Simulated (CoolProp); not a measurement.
A single-stage vapour-compression cycle with the fluid: evaporating at 212.15 K (dew point), condensing at 258.15 K (bubble point), superheat 10 K, subcooling 2 K, compressor efficiency 0.75, no pressure losses. The same conditions are run with several fluids, on thermodynamics alone (safety and materials aside).

The numbers come from the reference Helmholtz-energy equation of state of each fluid (nitrous oxide: Lemmon 2006; R125: Lemmon 2005; ammonia: Gao 2020; C2F6 (R116): Lemmon 2006; R13: Platzer 1990; R507A: Lemmon 2003) in CoolProp. The equations of Platzer and Polt are older, rougher fits. Blends and air are pseudo-pure fits.

```
fluid          cooling COP  pressure ratio  discharge temperature (K)  refrigerating effect (kJ/kg)  volumetric capacity (kJ/m³)
-------------  -----------  --------------  -------------------------  ----------------------------  ---------------------------
nitrous oxide         2.62            5.05                      349.3                           268                         2800
R125                     …            7.89                      290.3                           128                          435
ammonia               2.68            11.6                      443.0                          1270                          242
C2F6 (R116)           2.45            5.21                      274.6                             …                            …
R13                   2.64            4.91                      297.6                           100                         1640
R507A                 2.85            7.82                      297.5                           158                          417
```

Q: Fill in the missing entries.

A: 
- R125, cooling COP: 2.82
- C2F6 (R116), refrigerating effect (kJ/kg): 68.5
- C2F6 (R116), volumetric capacity (kJ/m³): 1280
